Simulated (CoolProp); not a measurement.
Ammonia at 491.26 K and 10.3 MPa flows at 0.13 m/s in a round tube of 20 mm bore and 45 µm roughness, fully developed (64/Re and Nu = 3.66 if laminar; Colebrook and Gnielinski if turbulent). Each further row changes one setting.

Computed with CoolProp (reference Helmholtz-energy equation of state, Gao 2020).

| case | Reynolds number | Darcy friction factor | pressure drop (Pa/m) | heat-transfer coefficient (W/(m² K)) | mass flow (kg/h) |
|---|---|---|---|---|---|
| as stated | 7360 | 0.0364 | 0.804 | 92.6 | 7.68 |
| velocity 0.26 m/s | 14700 | (withheld) | 2.81 | (withheld) | (withheld) |
| diameter 40 mm | 14700 | 0.0299 | (withheld) | (withheld) | 30.7 |

Question: What belongs in the gaps?

Answer: 
- velocity 0.26 m/s, Darcy friction factor: 0.0318
- velocity 0.26 m/s, heat-transfer coefficient (W/(m² K)): 174
- velocity 0.26 m/s, mass flow (kg/h): 15.4
- diameter 40 mm, pressure drop (Pa/m): 0.331
- diameter 40 mm, heat-transfer coefficient (W/(m² K)): 82.2

Viscosity comes from a separate model (Fenghour 1995). Thermal conductivity comes from a separate model (Tufeu 1984).
